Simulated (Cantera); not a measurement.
Cantera run, input and output.

```python
import numpy as np
import cantera as ct

gas = ct.Solution("gri30.yaml")
gas.TPX = 1350, 100, {'H2': 0.26, 'O2': 1}
reactor = ct.IdealGasConstPressureReactor(gas, energy="off", clone=False)
net = ct.ReactorNet([reactor])
net.rtol, net.atol = 1e-08, 1e-18
show = ['H2', 'O2', 'O', 'H', 'OH']
times = np.geomspace(6e-05, 5, 11)

steps = ct.SolutionArray(gas, extra=["t"])
rows = []
print(f"{'t/s':>10s}{'T/K':>9s}{'P/Pa':>11s}" + "".join(f"{s:>11s}" for s in show))
for t in times:
    while net.time < t:
        t_next = net.step()
        steps.append(gas.state, t=t_next)
    rows.append([np.interp(t, steps.t, y) for y in (steps.T, steps.P, *steps(*show).X.T)])
    print(f"{t:10.3e}{rows[-1][0]:9.1f}{rows[-1][1]:11.4g}" + "".join(f"{x:11.3e}" for x in rows[-1][2:]))
rate = np.gradient(steps.T, steps.t)
print("integrator steps:", len(steps.t))
if steps.T.max() > steps.T[0] + 200:
    print(f"time of steepest temperature rise: {steps.t[rate.argmax()]:.4e} s")
gas.TPX = 1350, 100, {'H2': 0.26, 'O2': 1}
gas.equilibrate("TP")
print(f"equilibrium (TP): T = {gas.T:.1f} K  " + "  ".join(f"{s} {gas[s].X[0]:.3e}" for s in show))
```

Result:

```
       t/s      T/K       P/Pa         H2         O2          O          H         OH
 6.000e-05   1350.0        100  2.063e-01  7.937e-01  6.023e-10  7.873e-09  5.798e-10
 1.863e-04   1350.0        100  2.063e-01  7.937e-01  5.046e-09  2.285e-08  4.542e-09
 5.785e-04   1350.0        100  2.063e-01  7.937e-01  4.000e-08  8.091e-08  3.197e-08
 1.796e-03   1350.0        100  2.063e-01  7.936e-01  6.304e-07  9.332e-07  4.701e-07
 5.578e-03   1350.0        100  2.043e-01  7.925e-01  5.728e-04  8.245e-04  4.228e-04
 1.732e-02   1350.0        100  1.043e-02  6.626e-01  9.087e-02  6.438e-02  1.575e-02
 5.378e-02   1350.0        100  1.031e-02  6.637e-01  9.007e-02  6.341e-02  1.568e-02
 1.670e-01   1350.0        100  1.009e-02  6.672e-01  8.722e-02  6.059e-02  1.555e-02
 5.186e-01   1350.0        100  9.404e-03  6.774e-01  7.882e-02  5.245e-02  1.513e-02
 1.610e+00   1350.0        100  7.302e-03  7.034e-01  5.710e-02  3.286e-02  1.358e-02
 5.000e+00   1350.0        100  3.028e-03  7.445e-01  2.176e-02  7.834e-03  8.997e-03
integrator steps: 692
equilibrium (TP): T = 1350.0 K  H2 1.703e-06  O2 7.698e-01  O 1.178e-05  H 9.901e-08  OH 2.171e-04
```

Detailed kinetics in Cantera: GRI-Mech 3.0 (53 species, 325 reactions). Radical loss at walls, strong at low pressure, is not modelled. The temperature is held fixed by assumption; the heat of reaction is taken as removed at once.
